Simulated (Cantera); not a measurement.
An adiabatic, constant-volume homogeneous reactor starts with CO : H2 : O2 : N2 = 1 : 0.11 : 0.231 : 1.55 (molar parts), equivalence ratio 2.4, at 1700 K and 0.365 atm.

Model: GRI-Mech 3.0 (53 species, 325 reactions), integrated in Cantera.

Predict: time of steepest temperature rise; temperature at 9.00 s; equilibrium temperature; x(CO) at 9.00 s; x(H2) at 9.00 s; x(O2) at 9.00 s; x(N2O) at 9.00 s; x(H) at 9.00 s.


```json
{
  "time_of_steepest_temperature_rise": "56.0 µs",
  "temperature at 9.00 s": "2770 K",
  "equilibrium_temperature": "2770 K",
  "x(CO) at 9.00 s": "0.253 (gas-phase equilibrium 0.253)",
  "x(H2) at 9.00 s": "0.00786 (gas-phase equilibrium 0.00786)",
  "x(O2) at 9.00 s": "0.00649 (gas-phase equilibrium 0.00649)",
  "x(N2O) at 9.00 s": "1.89e-7 (gas-phase equilibrium 1.89e-7)",
  "x(H) at 9.00 s": "0.00872 (gas-phase equilibrium 0.00872)"
}
```
